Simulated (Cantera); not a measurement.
# Ammonia decomposition in nitride growth gas

An isothermal, constant-pressure homogeneous reactor starts with 32.3 % NH₃, 67.7 % N₂, at 1475 K and 101000 Pa.

Detailed kinetics in Cantera: the gas-phase N/H chemistry of the illustrative SiF4/NH3 mechanism in the Surface Chemkin manual (1991). Walls and surfaces, which speed up NH3 decomposition in real reactors, are not modelled.

| t (s) | x NH₃ | x NH₂ | x NH | x N₂H₄ | x H |
|---|---|---|---|---|---|
| 2.00e-5 | 0.323 | 5.55e-8 | <1e-12 | <1e-12 | 7.12e-10 |
| 5.91e-5 | 0.323 | 1.65e-7 | 1.13e-12 | 3.08e-12 | 7.12e-10 |
| 0.000175 | 0.323 | 4.90e-7 | 1.64e-11 | 3.48e-11 | 7.13e-10 |
| 0.000516 | 0.323 | 1.45e-6 | 2.15e-10 | 3.33e-10 | 7.20e-10 |
| 0.00152 | 0.323 | 4.26e-6 | 2.07e-9 | 2.97e-9 | 8.01e-10 |
| 0.00451 | 0.323 | 1.20e-5 | 1.38e-8 | 2.38e-8 | 1.51e-9 |
| 0.0133 | 0.323 | 2.23e-5 | 3.75e-8 | 8.25e-8 | 4.91e-9 |
| 0.0393 | 0.322 | 2.34e-5 | 4.10e-8 | 9.04e-8 | 1.25e-8 |
| 0.116 | 0.322 | 2.33e-5 | 4.27e-8 | 8.94e-8 | 3.42e-8 |
| 0.344 | 0.320 | 2.29e-5 | 4.65e-8 | 8.67e-8 | 9.66e-8 |
| 1.02 | 0.315 | 2.21e-5 | 5.25e-8 | 8.07e-8 | 2.71e-7 |
| 3.00 | 0.302 | 2.05e-5 | 5.58e-8 | 6.93e-8 | 7.21e-7 |
x: mole fraction; the columns are a selection and need not sum to one.

Equilibrium at this temperature and pressure: NH₃ 1.18e-5, NH₂ 5.45e-10, NH 1.21e-12, N₂H₄ <1e-12, H 7.84e-6 (gas phase only).
